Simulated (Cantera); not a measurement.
Charge: 1 mol Si, 7.1 mol F2, 0.43 mol H2, 1.2 mol NF3, at 14000 Pa.

These are equilibrium values from Cantera (NASA tables, ideal gas, pure condensed phases), not measurements of a reactor. Candidate condensed phases: Si, Si3N4; 37 gas species. The numbers say what is thermodynamically allowed, not how fast it happens.

**Question.** At 1525 K, list the 4 most abundant gas species with their mole fractions, and the condensed phases.

**Answer.** F 0.828, SiF4 0.0656, HF 0.0564, N2 0.0394. Condensed: gas only.
